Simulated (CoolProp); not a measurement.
Saturation properties of sulfur hexafluoride.

Computed with CoolProp (reference Helmholtz-energy equation of state, Guder 2009).

| T (K) | p (MPa) | vapour density (kg/m³) | liquid viscosity (µPa s) |
|---|---|---|---|
| 230 | ? | 25.14 | ? |
| 240.3 | 0.4449 | 36.59 | 319 |
| 250.6 | ? | 51.88 | 270 |
| 260.9 | 0.8784 | 72.10 | ? |
| 271.1 | ? | ? | 191 |
| 281.4 | 1.562 | 134.2 | 160 |
| 291.7 | 2.025 | 183.1 | 132 |
| 302 | 2.585 | 255.0 | 106 |

Complete the blanks.


- 230, p (MPa): 0.3013
- 230, liquid viscosity (µPa s): 373
- 250.6, p (MPa): 0.6344
- 260.9, liquid viscosity (µPa s): 228
- 271.1, p (MPa): 1.182
- 271.1, vapour density (kg/m³): 98.54

Viscosity comes from a separate model (Quiñones-Cisneros 2012).
